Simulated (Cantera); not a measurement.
A Cantera script and what it prints.

```python
import numpy as np
import cantera as ct

gas_names = [...]  # 118 gases of nasa_gas.yaml made of C, Cl, F, H
cond_names = """
    C(gr) C6H6(L) C7H8(L) C8H18(L),n-octa
""".split()


# ... load() reads the species with a 1 bar reference pressure and builds the phases ...
atoms = {
    'CHF3': {'C': 1, 'H': 1, 'F': 3},
    'HCl': {'H': 1, 'CL': 1},
    'H2': {'H': 2},
}
top_T = {'C(gr)': 4500}  # K; cautious upper limits of use, not melting points


# ... equilibrate(T, P, feed) seeds the gas with the atoms and calls Mixture.equilibrate('TP', solver="vcs", rtol=1e-11, max_steps=5000) ...
results = []
feed = {'CHF3': 1, 'HCl': 0.022, 'H2': 18}  # mol
T = 1573.15  # K
for P in [1, 5.2, 27, 140, 720, 3700, 19000, 100000]:
    mix = equilibrate(T, P, feed)
    results.append((T, P, feed, dict(zip(mix.species_names, mix.species_moles))))
    x = sorted(zip(gas.X, gas.species_names), reverse=True)
    print(f"T = {T:g} K  P = {P:g} Pa  gas = {mix.phase_moles(0):.4g} mol")
    print("   x: " + "  ".join(f"{s} {v:.3e}" for v, s in x if v > 0.0001))
    print("   condensed (mol): " + ("  ".join(f"{mix.phase(i).name} {mix.phase_moles(i):.4g}"
          for i in range(1, mix.n_phases) if mix.phase_moles(i) > 1e-12) or "none"))
```

Result:

```
T = 1573.15 K  P = 1 Pa  gas = 20.14 mol
   x: H2 8.381e-01  HF 1.490e-01  H 1.179e-02  HCL 1.080e-03
   condensed (mol): C(gr) 0.9993
T = 1573.15 K  P = 5.2 Pa  gas = 20.07 mol
   x: H2 8.443e-01  HF 1.494e-01  H 5.189e-03  HCL 1.091e-03
   condensed (mol): C(gr) 0.9993
T = 1573.15 K  P = 27 Pa  gas = 20.04 mol
   x: H2 8.469e-01  HF 1.497e-01  H 2.281e-03  HCL 1.095e-03
   condensed (mol): C(gr) 0.9993
T = 1573.15 K  P = 140 Pa  gas = 20.03 mol
   x: H2 8.481e-01  HF 1.498e-01  HCL 1.097e-03  H 1.002e-03
   condensed (mol): C(gr) 0.9993
T = 1573.15 K  P = 720 Pa  gas = 20.03 mol
   x: H2 8.486e-01  HF 1.498e-01  HCL 1.098e-03  H 4.421e-04
   condensed (mol): C(gr) 0.9991
T = 1573.15 K  P = 3700 Pa  gas = 20.02 mol
   x: H2 8.488e-01  HF 1.498e-01  HCL 1.099e-03  H 1.951e-04
   condensed (mol): C(gr) 0.9983
T = 1573.15 K  P = 19000 Pa  gas = 20.02 mol
   x: H2 8.487e-01  HF 1.499e-01  HCL 1.099e-03  CH4 2.509e-04
   condensed (mol): C(gr) 0.9942
T = 1573.15 K  P = 100000 Pa  gas = 20 mol
   x: H2 8.475e-01  HF 1.500e-01  CH4 1.317e-03  HCL 1.100e-03
   condensed (mol): C(gr) 0.9729
```

Method: chemical equilibrium by Gibbs-energy minimisation in Cantera with the NASA 1993 tables (ideal gas, pure condensed phases).
